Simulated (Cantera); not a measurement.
NO annealing gas

A perfectly stirred reactor is fed with 11.5 % NO, 88.5 % N2, at 1.60 bar; it is held at 1750 K, and followed from long to short residence time.

Model: GRI-Mech 3.0 (53 species, 325 reactions), integrated in Cantera.

```csv
τ (s),x NO,x O2,x N2,x O,x N2O,x NO2
8.4,0.0821,0.0163,0.901,7.84e-6,2.90e-6,8.26e-5
3.9,0.0955,0.00962,0.895,6.18e-6,3.89e-6,7.55e-5
1.8,0.105,0.00509,0.890,4.73e-6,4.64e-6,6.31e-5
0.85,0.110,0.00256,0.888,3.68e-6,5.09e-6,5.12e-5
0.40,0.112,0.00123,0.886,2.98e-6,5.33e-6,4.22e-5
0.19,0.114,0.000584,0.886,2.56e-6,5.43e-6,3.65e-5
0.086,0.114,0.000256,0.885,2.28e-6,5.43e-6,3.26e-5
0.040,0.115,0.000110,0.885,2.09e-6,5.33e-6,2.98e-5
0.019,0.115,4.41e-5,0.885,1.88e-6,5.10e-6,2.65e-5
0.0088,0.115,1.42e-5,0.885,1.55e-6,4.64e-6,2.15e-5
0.0041,0.115,3.23e-6,0.885,1.08e-6,3.88e-6,1.45e-5
```
x: mole fraction; the columns are a selection and need not sum to one.
